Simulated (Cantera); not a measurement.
Source: NASA polynomial tables (part measured, part estimated), evaluated in Cantera. Values are per mole of reaction as written; species without (g) are pure solids or liquids, kept so even where they would boil at 1 bar.

Question: Between 300 and 1350 K, where is each reaction favourable under standard conditions?
- N2(g) + 2 BF3(g) + 3 H2(g) → 6 HF(g) + 2 BN

Answer: 
- N2(g) + 2 BF3(g) + 3 H2(g) → 6 HF(g) + 2 BN: ΔG° is 140 kJ at 300 K and 166 kJ at 1350 K; it stays positive (K < 1). ΔH° is 129 kJ and ΔS° -28 J/K at 1350 K.
